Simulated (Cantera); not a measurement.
A perfectly stirred reactor is fed with CH₄ : H₂ : O₂ : N₂ = 1 : 0.41 : 2.62 : 9.87 (molar parts), equivalence ratio 0.84, at 110000 Pa; it is adiabatic with a 500 K inlet, and is followed from long to short residence time, starting on the burning branch (τ in s: 0.03, 0.01, 0.0034, 0.0012, 0.00039, 0.00013, 4.5e-05, 1.5e-05, 5.2e-06).

Model: GRI-Mech 3.0 (53 species, 325 reactions), integrated in Cantera.

x: mole fraction; the columns are a selection and need not sum to one.

| τ (s) | T (K) | x CH₄ | x H₂ | x O₂ | x HCN | x C₂H | x HO₂ | x CH₃ |
|---|---|---|---|---|---|---|---|---|
| 0.030 | 2188 | 6.69e-6 | 0.00167 | 0.0311 | 1.48e-7 | 4.25e-12 | 2.15e-6 | 2.91e-6 |
| 0.010 | 2163 | 1.54e-5 | 0.00248 | 0.0321 | 1.78e-7 | 1.67e-11 | 2.67e-6 | 6.34e-6 |
| 0.0034 | 2117 | [?] | [?] | 0.0338 | [?] | 4.69e-11 | [?] | [?] |
| 0.0012 | 2051 | 6.93e-5 | 0.00607 | 0.0363 | 2.78e-7 | 1.13e-10 | 6.48e-6 | 2.32e-5 |
| 0.00039 | 1957 | 0.000169 | 0.00883 | 0.0399 | 3.86e-7 | 3.12e-10 | 1.12e-5 | 4.83e-5 |
| 0.00013 | 1845 | 0.000482 | 0.0116 | 0.0454 | 5.78e-7 | 1.05e-9 | 1.95e-5 | 0.000113 |
| 4.5e-5 | 1698 | 0.00215 | 0.0157 | 0.0590 | 1.12e-6 | 5.98e-9 | 4.59e-5 | 0.000385 |
| 1.5e-5 | 500 | 0.0719 | 0.0295 | 0.188 | <1e-12 | <1e-12 | <1e-12 | <1e-12 |
| 5.2e-6 | 500 | 0.0719 | 0.0295 | 0.188 | <1e-12 | <1e-12 | <1e-12 | <1e-12 |

Complete the blanks.


- 0.0034, x CH₄: 3.28e-5
- 0.0034, x H₂: 0.00397
- 0.0034, x HCN: 2.17e-7
- 0.0034, x HO₂: 3.96e-6
- 0.0034, x CH₃: 1.24e-5
